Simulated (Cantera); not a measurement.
Feed: 1 mol HBr, 0.026 mol O2, 28 mol N2, equilibrated at 2798 K and 101000 Pa.

Cantera equilibrium calculation (NASA polynomials, part measured and part estimated; ideal gas, pure solids and liquids). Candidate condensed phases: Br2, H2O; 27 gas species. Equilibrium is a limit: real reactors are often held back by kinetics, nucleation or transport.

Base state: N2 0.947, Br 0.0290, H2 0.00935, H 0.00780, HBr 0.00483, H2O 0.00112, OH 0.000262, NO 0.000226 (mole fractions); condensed: gas only.

Question: What changes in the equilibrium state with this change: temperature from 2798 K to 1250 K?

Answer: 
```tsv
species	before	after
N2	0.947	0.965
HBr	0.00483	0.0309
Br	0.0290	0.00181
H	0.00780	1.23e-9
O	0.000138	<1e-9
OH	0.000262	3.48e-9
NO	0.000226	6.42e-9
```
